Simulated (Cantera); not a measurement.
**Hydrocarbon pyrolysis for carbon deposition**

A perfectly stirred reactor is fed with 41.7 % C2H6, 58.3 % N2, at 1.40 bar; it is held at 1173 K, and followed from long to short residence time.

Cantera simulation using GRI-Mech 3.0 (53 species, 325 reactions); the numbers are that mechanism's predictions, not measurements. GRI-Mech 3.0 stops at C3 and has no aromatics, soot or wall deposition, so with more carbon than oxygen in the feed, carbon stays in small species such as C2H2 where larger ones or solid carbon would form.

| τ (s) | x C2H6 | x C2H4 | x H2 | x CH3 | x CH2 | x HCN |
|---|---|---|---|---|---|---|
| 3.8 | 0.0158 | 0.193 | 0.194 | 5.41e-6 | 5.37e-12 | 1.09e-12 |
| 1.8 | 0.0206 | 0.203 | 0.210 | 5.33e-6 | 6.27e-12 | <1e-12 |
| 0.82 | 0.0282 | 0.212 | 0.221 | 5.25e-6 | 7.36e-12 | <1e-12 |
| 0.38 | 0.0398 | 0.217 | 0.226 | 5.28e-6 | 8.74e-12 | <1e-12 |
| 0.18 | 0.0584 | 0.216 | 0.222 | 5.56e-6 | 1.07e-11 | <1e-12 |
| 0.084 | 0.0900 | 0.205 | 0.206 | 6.22e-6 | 1.36e-11 | <1e-12 |
| 0.039 | 0.141 | 0.178 | 0.177 | 7.37e-6 | 1.79e-11 | <1e-12 |
| 0.018 | 0.213 | 0.134 | 0.132 | 8.93e-6 | 2.31e-11 | <1e-12 |
| 0.0085 | 0.286 | 0.0866 | 0.0849 | 1.04e-5 | 2.78e-11 | <1e-12 |
| 0.0040 | 0.345 | 0.0481 | 0.0470 | 1.13e-5 | 3.04e-11 | <1e-12 |
| 0.0019 | 0.381 | 0.0240 | 0.0235 | 1.15e-5 | 2.98e-11 | <1e-12 |
x: mole fraction; the columns are a selection and need not sum to one.
